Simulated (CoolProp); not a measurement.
Saturation properties of nitrogen (Tc = -147.0 °C, pc = 3.396 MPa, ω = 0.037).

Computed with CoolProp (reference Helmholtz-energy equation of state, Span 2000).

```csv
T (°C),p (MPa),liquid viscosity (µPa s),liquid conductivity (mW/(m K))
-194.85,0.1131,155,143
-191.65,0.1608,137,137
-188.45,0.2223,123,130
-185.25,0.2998,110,124
-182.05,0.3956,99.3,118
-178.85,0.5121,89.9,111
-175.65,0.6516,81.6,105
-172.45,0.8167,74.2,98.7
-169.25,1.010,67.5,92.4
-166.05,1.234,61.3,86.1
-162.85,1.491,55.5,79.8
-159.65,1.786,49.9,73.6
-156.45,2.120,44.3,67.3
-153.25,2.498,38.6,61.2
```

It boils at -195.8 °C under 1 atm.

Viscosity comes from a separate model (Lemmon 2004). Thermal conductivity comes from a separate model (Lemmon 2004).
